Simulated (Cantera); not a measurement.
# N2O furnace oxynitridation

A perfectly stirred reactor is fed with 95.3 % N2O, 4.67 % H2O, at 71000 Pa; it is held at 1525 K, and followed from long to short residence time.

Cantera simulation using GRI-Mech 3.0 (53 species, 325 reactions); the numbers are that mechanism's predictions, not measurements. GRI-Mech 3.0 was tuned for natural gas; its chemistry of N2O as a main component is partial and can be far from experiment. The temperature is held fixed by assumption; the heat of reaction is taken as removed at once.

```tsv
τ (s)	x N2O	x H2O	x HO2	x H2O2	x NO2
0.36	0.0388	0.0321	5.75e-7	2.10e-8	0.000407
0.17	0.0730	0.0327	7.50e-7	2.57e-8	0.000496
0.081	0.132	0.0336	1.03e-6	3.09e-8	0.000595
0.038	0.232	0.0352	1.56e-6	3.70e-8	0.000707
0.018	0.373	0.0374	2.52e-6	4.45e-8	0.000818
0.0086	0.538	0.0400	4.26e-6	5.45e-8	0.000887
0.0041	0.692	0.0424	7.16e-6	6.96e-8	0.000858
0.0019	0.809	0.0443	1.15e-5	9.45e-8	0.000698
0.00093	0.876	0.0453	1.63e-5	1.28e-7	0.000478
```
x: mole fraction; the columns are a selection and need not sum to one.
